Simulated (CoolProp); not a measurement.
Vapour-liquid equilibrium of R1234yf (1) + isobutane (2) at 328.7 K; x and y are mole fractions of (1).

The numbers come from the multi-fluid Helmholtz-energy mixture model, Lemmon 2022 and Bücker 2006; pair parameters Bell 2016 in CoolProp.

```csv
x,"bubble pressure, mixture model (kPa)","bubble pressure, Raoult's law (kPa)","y, mixture model","y, Raoult's law"
0.05,889.8,818.2,0.139,0.091
0.2,1120,923.2,0.371,0.321
0.35,1267,1028,0.502,0.505
0.5,1369,1133,0.605,0.654
0.65,1441,1238,0.704,0.779
0.8,1483,1343,0.815,0.883
0.95,1491,1448,0.948,0.973
```

The largest gap from Raoult's law is +23.2 % in bubble pressure, at x = 0.35. y crosses x between x = 0.8 and 0.95: the model has an azeotrope there.

Pair parameters are fitted to limited data, so mixtures are less certain than the pure fluids.
